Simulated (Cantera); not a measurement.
A closed system holds: 1 mol PbF₂, a varied amount of N₂, held at 1377 °C and 6.40 Pa.

These are equilibrium values from Cantera (NASA tables, ideal gas, pure condensed phases), not measurements of a reactor. Candidate condensed phases: Pb, PbF₂; 12 gas species. Rates play no part.

x: gas mole fraction; nothing condenses.

```tsv
n(N₂) (mol)	x N₂	x PbF₂	x PbF₄	x Pb	x PbF	x F
6.7	0.867	0.0817	0.0202	0.0161	0.0115	0.00323
10	0.906	0.0572	0.0139	0.0115	0.00809	0.00320
15	0.935	0.0393	0.00932	0.00808	0.00563	0.00316
24	0.957	0.0251	0.00569	0.00540	0.00368	0.00309
36	0.970	0.0169	0.00363	0.00385	0.00255	0.00300
55	0.979	?	?	?	?	0.00288
83	0.985	0.00733	0.00129	0.00204	0.00122	0.00272
130	0.990	0.00459	0.000680	0.00151	0.000833	0.00250
190	0.993	?	?	?	?	?
290	0.995	0.00187	0.000177	0.000962	0.000424	0.00200
```

Problem. Some entries are withheld; supply them.

Solution. 
- 190, x PbF₂: 0.00304
- 190, x PbF₄: 0.000373
- 190, x Pb: 0.00121
- 190, x PbF: 0.000605
- 190, x F: 0.00227
- 55, x PbF₂: 0.0111
- 55, x PbF₄: 0.00219
- 55, x Pb: 0.00275
- 55, x PbF: 0.00175
